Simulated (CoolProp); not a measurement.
Aqueous ethanol as a coolant, 20 % by mass, freezing at -11.1 °C, 1 atm.

The numbers come from the Melinder's fits for secondary coolants in CoolProp.

```csv
T (°C),density (kg/m³),conductivity (W/(m K)),cp (kJ/(kg K)),viscosity (mPa s)
-7,977.2,0.441,4.380,7.88
-3.1,976.5,0.445,4.375,6.24
0.7,975.6,0.448,4.368,5.06
4.5,974.6,0.452,4.361,4.16
8.3,973.4,0.455,4.353,3.48
12.1,972.1,0.459,4.344,2.95
16,970.6,0.463,?,2.52
19.8,969.0,0.466,4.329,2.18
23.6,967.3,0.470,4.323,1.91
27.4,?,?,4.318,1.68
31.2,?,?,4.316,1.50
35.1,961.5,0.480,4.316,1.34
```

Problem. Complete the blanks.

Solution. 
- 16, cp (kJ/(kg K)): 4.336
- 27.4, density (kg/m³): 965.5
- 27.4, conductivity (W/(m K)): 0.473
- 31.2, density (kg/m³): 963.6
- 31.2, conductivity (W/(m K)): 0.477
